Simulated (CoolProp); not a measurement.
A closed Brayton cycle with carbon dioxide: compressor inlet 314.15 K and 8.6 MPa, high pressure 30 MPa, turbine inlet 935 K, compressor efficiency 0.8, turbine efficiency 0.93, recuperator effectiveness 0.95 (on enthalpy, no pinch check). Each further row changes one setting.

Model: reference Helmholtz-energy equation of state, Span 1996, in CoolProp.

```csv
case,thermal efficiency (%),net work (kJ/kg),compressor to turbine work,compressor exit (K),turbine exit (K)
as stated,42.5,137,0.28,395.1,769.7
turbine inlet 885 K,40.8,125,0.30,395.1,725.5
compressor inlet 324.15 K,40.6,121,0.36,427.8,769.7
high pressure 25.5 MPa,41.7,123,0.27,384.0,790.4
recuperator effectiveness 0.5,26.4,137,0.28,395.1,769.7
```
